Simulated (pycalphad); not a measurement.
Source of the numbers: pycalphad with the COST 507 light-alloy database (1999); pressure 1 atm. The database dates from 1999; later assessments differ in places, in temperatures and in the compounds included. Amounts are mole fractions of atoms. Diffusion is slow at the low end, where real alloys seldom reach equilibrium.

Q: Give the equilibrium state of Mg-3.328Al-2.948Si (wt.%) at 450 K.

A: 
```
T = 450.00 K, P = 101325 Pa, N = 1 mol of atoms
G = -17165 J/mol, H = 2347 J/mol, S = 43.36 J/(mol K)  (SER reference)
chemical potentials (J/mol): Mg -15629, Al -19848, Si -70437
phase             fraction      x(Mg)      x(Al)      x(Si)
HCP_A3              0.8980     0.9778     0.0222   1.15e-11
MG2SI               0.0771     0.6667       none     0.3333
ALMG_GAMMA          0.0249     0.5865     0.4135       none
```

Q: Give the equilibrium state of Mg-3.328Al-2.948Si (wt.%) at 810 K.

A: 
```
T = 810.00 K, P = 101325 Pa, N = 1 mol of atoms
G = -36063 J/mol, H = 12654 J/mol, S = 60.15 J/(mol K)  (SER reference)
chemical potentials (J/mol): Mg -34564, Al -46798, Si -78528
phase             fraction      x(Mg)      x(Al)      x(Si)
HCP_A3              0.9229     0.9673     0.0327   4.88e-06
MG2SI               0.0771     0.6667       none     0.3333
```

Database names, with the compositions (at.%) that they take in these runs: MG2SI: Mg 67 Si 33; ALMG_GAMMA: Mg 59 Al 41. HCP_A3 is hcp. An entry "none" or "no" means that the model of the phase leaves that element out.
